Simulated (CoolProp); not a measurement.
Vapour-liquid equilibrium of carbonyl sulfide (1) + propane (2) at 0.107 MPa; x and y are mole fractions of (1).

The numbers come from the multi-fluid Helmholtz-energy mixture model, Lemmon 2006 and Lemmon 2009; pair parameters Bell 2016 in CoolProp.

| x | bubble temperature (°C) | y at the bubble point | dew temperature at overall composition x (°C) | liquid density (mol/L) |
|---|---|---|---|---|
| 0.05 | -41.6 | 0.078 | -41.3 | 13.38 |
| 0.2 | -43.3 | 0.271 | -42.7 | 14.12 |
| 0.35 | -44.6 | (withheld) | -44.0 | 14.93 |
| 0.5 | -45.7 | 0.577 | -45.2 | 15.81 |
| 0.65 | -46.7 | (withheld) | -46.3 | 16.79 |
| 0.8 | (withheld) | 0.844 | -47.3 | 17.87 |
| 0.95 | -48.6 | 0.964 | -48.5 | 19.07 |

### Question
What belongs in the gaps?

### Answer

- 0.35, y at the bubble point: 0.432
- 0.65, y at the bubble point: 0.714
- 0.8, bubble temperature (°C): -47.7

No azeotrope shows between x = 0.05 and 0.95.

The pair parameters rest on a limited set of measurements; away from them the model extrapolates.
